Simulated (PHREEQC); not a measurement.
# Hard or scaling water

Solution (20 °C): 4.8 mmol/kgw MgCl2 and 0.3 mmol/kgw Na2SO4. It is in equilibrium with CO2 at log p = 0 (atm). Otherwise closed; pH follows from the charge balance.

Model: ion-association model, phreeqc.dat, run in PHREEQC.

Each row changes one thing in this solution. No solid was allowed to form.

| case | pH | SO4-2 (mol/kgw) | HCO3- (mol/kgw) | (CO2)2 (mol/kgw) | HSO4- (mol/kgw) | NaSO4- (mol/kgw) | SI of Halite (NaCl) |
|---|---|---|---|---|---|---|---|
| as made | 3.89 | 0.000216 | 0.000140 | 2.34e-5 | 1.71e-6 | 3.89e-7 | -6.91 |
| temperature from 20 to 50 °C | 3.99 | 0.000171 | 0.000111 | 1.40e-5 | 2.12e-6 | 3.60e-7 | [?] |
| MgCl2 replaced by NH4Cl at the same molality | 3.90 | 0.000284 | 0.000138 | 2.35e-5 | 2.48e-6 | 6.02e-7 | [?] |
| MgCl2 from 0.0048 to 0.0072 mol/kgw | 3.88 | 0.000201 | 0.000142 | 2.34e-5 | 1.51e-6 | 3.33e-7 | [?] |
| MgCl2 from 0.0048 to 0.048 mol/kgw | 3.84 | 0.000137 | 0.000146 | 2.27e-5 | 7.47e-7 | 1.32e-7 | [?] |

**Question.** What belongs in the gaps?

**Answer.** 
- temperature from 20 to 50 °C, SI of Halite (NaCl): -6.94
- MgCl2 replaced by NH4Cl at the same molality, SI of Halite (NaCl): -7.18
- MgCl2 from 0.0048 to 0.0072 mol/kgw, SI of Halite (NaCl): -6.75
- MgCl2 from 0.0048 to 0.048 mol/kgw, SI of Halite (NaCl): -6.05

Complexes and solids missing from the database can't appear. Constants without temperature data keep their 25 °C values here.
